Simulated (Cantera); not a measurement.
Cantera with NASA thermochemical tables; ideal gases at 1 bar, condensed phases pure. Values are per mole of reaction as written; species without (g) are pure solids or liquids, kept so even where they would boil at 1 bar.

2 HCl(g) + 2 TiCl3(g) → 2 TiCl4 + H2(g), with ΔH° = -344.9 kJ and ΔS° = -371.3 J/K at 300 K.

**Question.** How far is the shortcut ΔG° ≈ ΔH°(300 K) − T·ΔS°(300 K) from the full temperature-dependent value at 350, 400, 450, 500, 550 K?

**Answer.** 
```csv
T (K),shortcut (kJ),full (kJ),difference (kJ),difference in log10 K
350,-214.9,-215.4,0.4,-0.07
400,-196.3,-198.0,1.7,-0.22
450,-177.8,-181.4,3.6,-0.42
500,-159.2,-165.3,6.1,-0.63
550,-140.6,-149.7,9.1,-0.86
```
The shortcut ignores the heat-capacity change of the reaction.
